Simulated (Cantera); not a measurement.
A closed system holds: 1 mol S, 0.98 mol O2, 13 mol H2, at 3473 K and 0.110 bar.

Method: chemical equilibrium by Gibbs-energy minimisation in Cantera with the NASA 1993 tables (ideal gas, pure condensed phases). Candidate condensed phases: H2O, H2SO4, S; 19 gas species. Rates play no part.

Base state: H 0.705, H2 0.177, O 0.0447, S 0.0333, OH 0.0193, H2O 0.0107, SO 0.00595, SH 0.00256 (mole fractions); condensed: gas only.

Question: What changes in the equilibrium state with this change: S replaced by HCl?

Answer: 
```json
[
 {"species": "H", "before": "0.705", "after": "0.703"},
 {"species": "H2", "before": "0.177", "after": "0.176"},
 {"species": "O", "before": "0.0447", "after": "0.0469"},
 {"species": "S", "before": "0.0333", "after": "0"},
 {"species": "Cl", "before": "0", "after": "0.0298"},
 {"species": "HCl", "before": "0", "after": "0.0113"},
 {"species": "OH", "before": "0.0193", "after": "0.0202"},
 {"species": "H2O", "before": "0.0107", "after": "0.0112"},
 {"species": "SO", "before": "0.00595", "after": "0"},
 {"species": "SH", "before": "0.00256", "after": "0"},
 {"species": "SO2", "before": "0.000196", "after": "0"},
 {"species": "S2", "before": "0.000174", "after": "0"}
]
```
